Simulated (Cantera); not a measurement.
A closed system holds: 1 mol B₂O₃, 3.8 mol HF, 47 mol H₂, equilibrated at 2.00 Pa.

Cantera equilibrium calculation (NASA polynomials, part measured and part estimated; ideal gas, pure solids and liquids). Candidate condensed phases: B, B₂O₃, B₃O₃H₃, H₂O; 43 gas species. Kinetics and transport are ignored.

### Question
Which condensed phases are stable at each of these points (T (K)): 948, 998, 1048, 1098, 1148, 1198, 1248, 1298, 1348, 1398, 1448, 1498?

### Answer
```tsv
T (K)	condensed phases	B condensed (%)
948	B₂O₃(l)	68.1
998	B₂O₃(l)	56.5
1048	B₂O₃(l)	29.5
1098	gas only	0.0
1148	gas only	0.0
1198	gas only	0.0
1248	gas only	0.0
1298	gas only	0.0
1348	gas only	0.0
1398	gas only	0.0
1448	gas only	0.0
1498	gas only	0.0
```

From 948 K to 1048 K the condensed part is B₂O₃(l). From 1098 K to 1498 K nothing is condensed.
